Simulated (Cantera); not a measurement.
## Ignition delay

Mixture: CH4 : C2H6 : C3H8 : O2 : N2 = 1 : 0.033 : 0.31 : 8.33 : 31.3 (molar parts), at 1.40 bar, adiabatic and at constant volume. Ignition delay is the time to a rise of 400 K.

Detailed kinetics in Cantera: GRI-Mech 3.0 (53 species, 325 reactions). GRI-Mech 3.0 was tuned for natural gas; its chemistry of propane as a main component is partial and can be far from experiment.

| T0 (K) | delay (ms) |
|---|---|
| 1000 | 263 |
| 1075 | 60.0 |
| 1150 | 13.7 |
| 1225 | 3.35 |
| 1300 | 0.955 |
| 1375 | 0.327 |
| 1450 | 0.135 |

```json
{
  "apparent activation energy between 1300 and 1450 K": "200 kJ/mol"
}
```
